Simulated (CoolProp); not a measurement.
Vapour-liquid equilibrium of n-hexane (1) + toluene (2) at 358.1 K; x and y are mole fractions of (1).

The numbers come from the multi-fluid Helmholtz-energy mixture model, Thol 2019 and Lemmon 2006; pair parameters Bell 2016 in CoolProp.

Q: Give the bubble pressure and the first vapour's composition at x = 0.05, 0.5, 0.95. Is there an azeotrope?

A: x = 0.05: 0.05535 MPa, y = 0.206; x = 0.5: 0.1144 MPa, y = 0.768; x = 0.95: 0.1592 MPa, y = 0.979. No azeotrope shows between x = 0.05 and 0.95.

Pair parameters are fitted to limited data, so mixtures are less certain than the pure fluids.
